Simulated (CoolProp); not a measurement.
C2F6 (R116) along the isobar 2810 kPa: density (kg/m³) from the reference equation and from simpler models built on Tc = 293.0 K, pc = 3048 kPa, ω = 0.257; each cubic takes its own stable root.

Values from CoolProp's reference Helmholtz-energy equation of state, Lemmon 2006. It is a short technical equation, of lower accuracy than the large ones.

```
T (K)   phase  reference
-----  ------  ---------
263.3  liquid       1253
273.8  liquid       1163
284.3  liquid       1033
294.8     gas      289.0
305.3     gas      235.9
315.8     gas      208.4
326.3     gas      189.7
336.8     gas      175.7
347.3     gas      164.5
357.8     gas      155.2
368.3     gas      147.4
378.8     gas      140.5
389.3     gas      134.5
399.8     gas      129.1
```

Task: How far does each simpler model (Redlich-Kwong, Soave-Redlich-Kwong) lie from the reference over these 14 states: mean and median of the absolute difference, and the worst?

Result: 
- Redlich-Kwong: mean 5.4 %, median 2.9 %, worst -19.2 % at 284.3 K and 2810 kPa
- Soave-Redlich-Kwong: mean 3.1 %, median 0.6 %, worst -15.8 % at 284.3 K and 2810 kPa
